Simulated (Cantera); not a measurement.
Thermodynamics of titanium nitride, carbide and oxide coatings, feed Ti(OiPr)4 + CH4 + H2

Input: 1 mol Ti(OiPr)4, 7.1 mol CH4, 230 mol H2, at 0.00660 bar.

These are equilibrium values from Cantera (NASA tables, ideal gas, pure condensed phases), not measurements of a reactor. Candidate condensed phases: C, C6H6, C7H8, C8H18, H2O, Ti, TiC, TiO, TiO2, Ti2O3, Ti3O5, Ti4O7; 113 gas species. The feed counts by its element totals alone. TiC: taken at fixed stoichiometry. The numbers say what is thermodynamically allowed, not how fast it happens.

From 1173 K to 2273 K the condensed part is C(graphite) + TiC(s).

```csv
T (K),log p H2,log p H,log p CO,log p C2H2 (acetylene),log p CH4,log p C2H,log p Ti,n C(graphite),n TiC(s)
1173,-2.19,-8.02,-4.00,-9.40,-6.09,<-14,<-14,14.1,1.00
1273,-2.19,-7.24,-4.00,-8.62,-6.40,<-14,<-14,14.1,1.00
1373,-2.19,-6.57,-4.00,-7.95,-6.67,<-14,<-14,14.1,1.00
1473,-2.19,-5.99,-4.00,-7.37,-6.91,-13.98,<-14,14.1,1.00
1573,-2.19,-5.48,-4.00,-6.87,-7.11,-12.71,-13.70,14.1,1.00
1673,-2.19,-5.04,-4.00,-6.43,-7.29,-11.59,-12.41,14.1,1.00
1773,-2.19,-4.64,-4.00,-6.04,-7.45,-10.60,-11.27,14.0,1.00
1873,-2.19,-4.29,-4.00,-5.70,-7.60,-9.72,-10.26,13.9,1.000
1973,-2.19,-3.97,-4.00,-5.39,-7.73,-8.93,-9.35,13.8,1.000
2073,-2.20,-3.68,-4.00,-5.11,-7.86,-8.22,-8.53,13.5,1.000
2173,-2.21,-3.42,-4.01,-4.87,-7.98,-7.57,-7.78,13.0,0.999
2273,-2.23,-3.19,-4.02,-4.66,-8.11,-6.99,-7.10,12.2,0.997
```
log p: log10 of the partial pressure in bar; n: condensed amount in mol.
